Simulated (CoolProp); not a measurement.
Computed with CoolProp (reference Helmholtz-energy equation of state, Lemmon 2006). It is a short technical equation, of lower accuracy than the large ones.

Question: Give the vapour pressure (bar), liquid density (kg/m³), enthalpy of vaporisation (kJ/kg), liquid conductivity (mW/(m K)) of saturated n-decane at 558.9 K.

Answer: 
| T (K) | p (bar) | liquid density (kg/m³) | enthalpy of vaporisation (kJ/kg) | liquid conductivity (mW/(m K)) |
|---|---|---|---|---|
| 558.9 | 9.09 | 474 | 179 | 76.6 |

Thermal conductivity comes from a separate model (Huber 2005).
